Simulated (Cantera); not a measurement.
A closed system holds: 1 mol Cu2O, 1.7 mol CO, 0.29 mol CH4, held at 13300 Pa.

These are equilibrium values from Cantera (NASA tables, ideal gas, pure condensed phases), not measurements of a reactor. Candidate condensed phases: C, C6H6, C7H8, C8H18, Cu, CuO, Cu(OH)2, Cu2O, H2O; 113 gas species. Kinetics and transport are ignored.

What share of the Cu ends up in condensed phases as a function of T (K), at 1223, 1323, 1423, 1523, 1623, 1723, 1823, 1923, 2023, 2123, 2223, 2323, 2423, 2523?


```
T (K)  Cu condensed (%)     as
-----  ----------------  -----
1223              100.0  Cu(s)
1323              100.0  Cu(s)
1423              100.0  Cu(l)
1523              100.0  Cu(l)
1623               99.9  Cu(l)
1723               99.8  Cu(l)
1823               99.3  Cu(l)
1923               98.0  Cu(l)
2023               94.6  Cu(l)
2123               86.4  Cu(l)
2223               65.7  Cu(l)
2323                2.6  Cu(l)
2423                0.0      -
2523                0.0      -
```
